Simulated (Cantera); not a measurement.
An isothermal, constant-pressure homogeneous reactor starts with CH₄ : N₂ = 1 : 31 (molar parts), at 1300 K and 13300 Pa. Integrator tolerance rtol = 1e-08.

Detailed kinetics in Cantera: GRI-Mech 3.0 (53 species, 325 reactions). GRI-Mech 3.0 stops at C3 and has no aromatics, soot or wall deposition, so with more carbon than oxygen in the feed, carbon stays in small species such as C2H2 where larger ones or solid carbon would form.

**Question.** What does this change do: temperature 1300 to 1575 K?

**Answer.** 
| quantity | before | after |
|---|---|---|
| x(CH₄) at 50.0 s | 0.0283 (gas-phase equilibrium 0.000742) | 0.000144 (gas-phase equilibrium 2.52e-5) |
| x(HCN) at 50.0 s | 1.64e-11 (gas-phase equilibrium 0.0227) | 1.55e-6 (gas-phase equilibrium 0.0253) |
| x(H) at 50.0 s | 5.41e-8 (gas-phase equilibrium 6.42e-7) | 2.43e-5 (gas-phase equilibrium 2.44e-5) |
| x(C₂H₂) at 50.0 s | 0.00130 (gas-phase equilibrium 0.00340) | 0.0151 (gas-phase equilibrium 0.00249) |
| x(CH₃) at 50.0 s | 7.05e-6 (gas-phase equilibrium 2.11e-7) | 1.57e-6 (gas-phase equilibrium 2.75e-7) |
| x(CH₂) at 50.0 s | 5.41e-11 (gas-phase equilibrium 1.87e-12) | 7.62e-10 (gas-phase equilibrium 1.34e-10) |
| x(C₂H) at 50.0 s | 7.57e-12 (gas-phase equilibrium 2.21e-11) | 2.37e-8 (gas-phase equilibrium 3.92e-9) |

**Question.** What does this change do: temperature 1300 to 1375 K?

**Answer.** 
```csv
quantity,before,after
x(CH₄) at 50.0 s,0.0283 (gas-phase equilibrium 0.000742),0.0167 (gas-phase equilibrium 0.000264)
x(HCN) at 50.0 s,1.64e-11 (gas-phase equilibrium 0.0227),1.90e-9 (gas-phase equilibrium 0.0237)
x(H) at 50.0 s,5.41e-8 (gas-phase equilibrium 6.42e-7),7.05e-7 (gas-phase equilibrium 2.01e-6)
x(C₂H₂) at 50.0 s,0.00130 (gas-phase equilibrium 0.00340),0.00698 (gas-phase equilibrium 0.00315)
x(CH₃) at 50.0 s,7.05e-6 (gas-phase equilibrium 2.11e-7),1.10e-5 (gas-phase equilibrium 2.34e-7)
x(CH₂) at 50.0 s,5.41e-11 (gas-phase equilibrium 1.87e-12),2.52e-10 (gas-phase equilibrium 7.23e-12)
x(C₂H) at 50.0 s,7.57e-12 (gas-phase equilibrium 2.21e-11),1.88e-10 (gas-phase equilibrium 1.13e-10)
```
